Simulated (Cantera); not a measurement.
Cantera run, input and output.

```python
import numpy as np
import cantera as ct

gas = ct.Solution("h2o2.yaml")
gas.TPX = 1248, 1333, {'H2': 0.034, 'O2': 1}
reactor = ct.IdealGasConstPressureReactor(gas, energy="off", clone=False)
net = ct.ReactorNet([reactor])
net.rtol, net.atol = 1e-08, 1e-18
show = ['H2', 'O2', 'H2O2', 'H', 'HO2', 'H2O', 'O']
times = np.geomspace(1e-06, 70, 10)

steps = ct.SolutionArray(gas, extra=["t"])
rows = []
print(f"{'t/s':>10s}{'T/K':>9s}{'P/Pa':>11s}" + "".join(f"{s:>11s}" for s in show))
for t in times:
    while net.time < t:
        t_next = net.step()
        steps.append(gas.state, t=t_next)
    rows.append([np.interp(t, steps.t, y) for y in (steps.T, steps.P, *steps(*show).X.T)])
    print(f"{t:10.3e}{rows[-1][0]:9.1f}{rows[-1][1]:11.4g}" + "".join(f"{x:11.3e}" for x in rows[-1][2:]))
rate = np.gradient(steps.T, steps.t)
print("integrator steps:", len(steps.t))
if steps.T.max() > steps.T[0] + 200:
    print(f"time of steepest temperature rise: {steps.t[rate.argmax()]:.4e} s")
gas.TPX = 1248, 1333, {'H2': 0.034, 'O2': 1}
gas.equilibrate("TP")
print(f"equilibrium (TP): T = {gas.T:.1f} K  " + "  ".join(f"{s} {gas[s].X[0]:.3e}" for s in show))
```

It prints:

```
       t/s      T/K       P/Pa         H2         O2       H2O2          H        HO2        H2O          O
 1.000e-06   1248.0       1333  3.288e-02  9.671e-01  1.396e-16  6.891e-11  6.990e-11  3.600e-15  9.913e-13
 7.442e-06   1248.0       1333  3.288e-02  9.671e-01  7.726e-15  4.701e-10  5.202e-10  1.397e-12  5.139e-11
 5.538e-05   1248.0       1333  3.288e-02  9.671e-01  4.269e-13  2.300e-09  3.874e-09  4.065e-10  1.974e-09
 4.121e-04   1248.0       1333  3.288e-02  9.671e-01  2.333e-11  2.995e-08  2.898e-08  9.041e-08  8.908e-08
 3.067e-03   1248.0       1333  4.015e-03  9.437e-01  1.531e-07  5.039e-03  2.693e-06  2.391e-02  1.847e-02
 2.282e-02   1248.0       1333  3.127e-04  9.456e-01  5.362e-08  2.391e-03  1.970e-06  3.030e-02  1.900e-02
 1.698e-01   1248.0       1333  7.620e-05  9.615e-01  4.247e-08  2.712e-04  1.086e-06  3.252e-02  4.408e-03
 1.264e+00   1248.0       1333  3.150e-06  9.663e-01  1.096e-08  2.262e-06  1.421e-07  3.330e-02  1.805e-04
 9.406e+00   1248.0       1333  1.327e-07  9.665e-01  1.203e-09  1.979e-08  1.292e-08  3.341e-02  7.652e-06
 7.000e+01   1248.0       1333  1.359e-08  9.666e-01  1.770e-10  6.546e-10  1.225e-08  3.342e-02  7.877e-07
integrator steps: 1982
equilibrium (TP): T = 1248.0 K  H2 9.839e-09  O2 9.666e-01  H2O2 1.375e-10  H 4.039e-10  HO2 1.383e-08  H2O 3.342e-02  O 5.705e-07
```

Model: the H2/O2 subset of GRI-Mech 3.0, which has no nitrogen chemistry, integrated in Cantera. Radical loss at walls, strong at low pressure, is not modelled.
